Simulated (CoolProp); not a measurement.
Properties of R125 along the isotherm 27.95 °C.

Model: reference Helmholtz-energy equation of state, Lemmon 2005, in CoolProp.

```csv
p (MPa),phase,conductivity (mW/(m K)),fugacity coefficient
4.02,liquid,[?],0.3225
8.04,liquid,65.1,[?]
12.1,liquid,[?],0.1461
16.1,liquid,[?],0.1273
20.1,liquid,73.8,0.1179
24.1,liquid,[?],0.1135
28.1,liquid,78.5,0.1121
32.2,liquid,80.7,0.1128
36.2,liquid,82.8,0.1152
```

Task: Complete the blanks.

Result: 
- 4.02, conductivity (mW/(m K)): 61.3
- 8.04, fugacity coefficient: 0.1886
- 12.1, conductivity (mW/(m K)): 68.4
- 16.1, conductivity (mW/(m K)): 71.3
- 24.1, conductivity (mW/(m K)): 76.2

Thermal conductivity comes from a separate model (Perkins 2006).
